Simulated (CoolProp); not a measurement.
The numbers come from the reference Helmholtz-energy equation of state, Lemmon 2005 in CoolProp. It is a short technical equation, of lower accuracy than the large ones.

Q: For cis-2-butene, give the phase and the Joule-Thomson coefficient (K/MPa), fugacity coefficient at 204.4 K and 0.238 bar.

A: 
- 204.4 K and 0.238 bar: liquid; Joule-Thomson coefficient -0.495, fugacity coefficient 0.0815
